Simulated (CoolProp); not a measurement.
Saturation properties of cyclopentane.

Computed with CoolProp (reference Helmholtz-energy equation of state, Gedanitz 2015).

```csv
T (K),p (bar),vapour density (kg/m³),liquid cp (kJ/(kg K)),surface tension (mN/m),liquid conductivity (mW/(m K))
350,2.315,___,2.086,14.9,108
361.5,3.132,___,2.152,13.4,104
373,4.152,___,2.221,12.0,100
384.5,5.403,13.40,2.292,10.6,96.3
396,6.916,17.07,2.365,9.33,92.6
407.5,8.724,21.53,2.443,8.07,___
419,___,26.94,2.526,6.86,85.6
430.5,13.36,33.49,2.618,5.71,82.4
442,16.26,___,2.724,4.62,79.2
453.5,19.61,51.29,2.851,___,76.2
465,23.45,63.59,3.019,___,73.4
476.5,27.84,79.48,3.271,1.79,70.9
488,32.86,101.2,3.740,1.03,68.7
499.5,38.62,135.2,5.122,0.412,68.0
```

Fill in the missing entries.


- 350, vapour density (kg/m³): 5.957
- 361.5, vapour density (kg/m³): 7.932
- 373, vapour density (kg/m³): 10.38
- 407.5, liquid conductivity (mW/(m K)): 89.1
- 419, p (bar): 10.86
- 442, vapour density (kg/m³): 41.47
- 453.5, surface tension (mN/m): 3.60
- 465, surface tension (mN/m): 2.65

It boils at 322.4 K under 1 atm.

Thermal conductivity comes from a separate model (Vassiliou 2015). Surface tension comes from a separate correlation (Mulero 2014).
